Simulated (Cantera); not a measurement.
Cantera run:

```python
import numpy as np
import cantera as ct

gas_names = """
    H HNO HNO2 HNO3 HO2 H2 H2O H2O2 N NH NH2 NH3 NH2OH NO NO2 NO3 N2 N2H2 N2H4 N2O O OH O2 O3 Pb PbO Pb2
""".split()
cond_names = """
    H2O(s) H2O(L) Pb(cr) Pb(L) PbO(rd) PbO(yw) PbO(L) PbO2(s) Pb3O4(s)
""".split()


# ... load() reads the species with a 1 bar reference pressure and builds the phases ...
atoms = {
    'PbO': {'Pb': 1, 'O': 1},
    'H2': {'H': 2},
    'N2': {'N': 2},
}
top_T = {'Pb3O4(s)': 820}  # K; cautious upper limits of use, not melting points


# ... equilibrate(T, P, feed) seeds the gas with the atoms and calls Mixture.equilibrate('TP', solver="vcs", rtol=1e-11, max_steps=5000) ...
results = []
feed = {'PbO': 1, 'H2': 2900, 'N2': 1.8}  # mol
T = 1398  # K
P = 100000  # Pa
mix = equilibrate(T, P, feed)
results.append((T, P, feed, dict(zip(mix.species_names, mix.species_moles))))
x = sorted(zip(gas.X, gas.species_names), reverse=True)
print(f"T = {T:g} K  P = {P:g} Pa  gas = {mix.phase_moles(0):.4g} mol")
print("   x: " + "  ".join(f"{s} {v:.3e}" for v, s in x if v > 1e-05))
print("   condensed (mol): " + ("  ".join(f"{mix.phase(i).name} {mix.phase_moles(i):.4g}"
      for i in range(1, mix.n_phases) if mix.phase_moles(i) > 1e-12) or "none"))
```

Output:

```
T = 1398 K  P = 100000 Pa  gas = 2903 mol
   x: H2 9.987e-01  N2 6.190e-04  H2O 3.445e-04  Pb 3.445e-04
   condensed (mol): none
```

Equilibrium computed with Cantera from the NASA thermochemical tables; the gas is ideal and each condensed phase is pure.
